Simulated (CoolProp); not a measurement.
The fluid at 293.15 K and 0.062 MPa is throttled through a valve to 0.0142 MPa with no heat exchange. The same conditions are run with several fluids, on thermodynamics alone (safety and materials aside).

Values from CoolProp's reference Helmholtz-energy equation of state of each fluid (n-perfluorobutane: Gao 2022; sulfur dioxide: Gao 2016; R407C: Lemmon 2003; carbon monoxide: Lemmon 2006; R21: Platzer 1990). The equations of Platzer and Polt are older, rougher fits. Blends and air are pseudo-pure fits.

Q: Rank n-perfluorobutane, sulfur dioxide, R407C, carbon monoxide, R21 by temperature change (K), highest first.

A: carbon monoxide (-0.1), n-perfluorobutane (-0.7), R407C (-1.0), sulfur dioxide (-2.0), R21 (-2.1)

```
fluid              final density (kg/m³)
-----------------  ---------------------
n-perfluorobutane                   1.40
sulfur dioxide                     0.377
R407C                              0.505
carbon monoxide                    0.163
R21                                0.607
```
